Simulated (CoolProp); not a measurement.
The fluid at 336.53 K and 0.579 MPa (stagnation) flows isentropically through a choked orifice. The same conditions are run with several fluids, on thermodynamics alone (safety and materials aside).

Values from CoolProp's reference Helmholtz-energy equation of state of each fluid (R1132(E): Akasaka 2024; R404A: Lemmon 2003; propylene: Lemmon 2013; CF4 (R14): Platzer 1990; carbonyl sulfide: Lemmon 2006). The equations of Platzer and Polt are older, rougher fits. Blends and air are pseudo-pure fits.

```csv
fluid,throat to inlet pressure ratio,mass flux (kg/(m² s)),throat temperature (K)
R1132(E),0.576,1800,311.7
R404A,0.589,2200,318.9
propylene,0.581,1460,313.7
CF4 (R14),0.574,2080,312.7
carbonyl sulfide,0.557,1800,299.0
```
